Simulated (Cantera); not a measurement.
A freely propagating, adiabatic, planar premixed flame of H₂ : O₂ : N₂ = 1 : 0.312 : 1.56 (molar parts), unburnt at 525 K and 6.00 bar; mixture-averaged transport, grid criteria slope 0.08 and curve 0.16, no radiation.

Model: the H2/O2 subset of GRI-Mech 3.0, which has no nitrogen chemistry, integrated in Cantera. The hydrogen kinetics of GRI-Mech 3.0 are dated; newer H2 mechanisms differ, most at raised pressure. Burning velocities carry a grid error of a few per cent, more on coarse grids.

Question: Predict: laminar burning velocity; thermal thickness; peak x(H); peak x(HO₂); peak x(O).

Answer: 
- laminar burning velocity: 520 cm/s
- thermal thickness: 0.0444 mm
- peak x(H): 0.0358
- peak x(HO₂): 0.000941
- peak x(O): 0.00234
